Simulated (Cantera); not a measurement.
## Equilibrium for abatement and gas-phase synthesis: SF6 + O2 + H2

Charge: 1 mol SF6, 0.11 mol O2, 6.8 mol H2, at 0.00270 bar.

Equilibrium computed with Cantera from the NASA thermochemical tables; the gas is ideal and each condensed phase is pure. Candidate condensed phases: H2O, H2SO4, S; 43 gas species. The numbers say what is thermodynamically allowed, not how fast it happens.

From 2025 K to 3000 K nothing is condensed.

```csv
T (K),x HF,x H,x H2,x S,x F,x S2,x H2O,x O
2025,0.572,0.0213,0.329,0.0133,1.68e-5,0.0341,0.0164,5.18e-6
2100,0.566,0.0340,0.321,0.0197,3.63e-5,0.0297,0.0149,1.41e-5
2175,0.558,0.0522,0.308,0.0275,7.46e-5,0.0245,0.0133,3.57e-5
2250,0.547,0.0771,0.291,0.0362,0.000147,0.0190,0.0117,8.47e-5
2325,0.535,0.110,0.269,0.0449,0.000279,0.0137,0.0101,0.000191
2400,0.520,0.150,0.242,0.0523,0.000516,0.00921,0.00863,0.000412
2475,0.503,0.198,0.210,0.0577,0.000931,0.00579,0.00716,0.000851
2550,0.486,0.251,0.175,0.0611,0.00165,0.00348,0.00566,0.00167
2625,0.467,0.305,0.139,0.0630,0.00291,0.00205,0.00412,0.00302
2700,0.448,0.356,0.106,0.0641,0.00509,0.00122,0.00269,0.00495
2775,0.429,0.401,0.0776,0.0647,0.00885,0.000733,0.00155,0.00719
2850,0.409,0.438,0.0549,0.0650,0.0152,0.000450,0.000794,0.00930
2925,0.387,0.468,0.0381,0.0649,0.0256,0.000279,0.000374,0.0109
3000,0.359,0.494,0.0264,0.0643,0.0415,0.000174,0.000168,0.0120
```
x: gas mole fraction; nothing condenses.
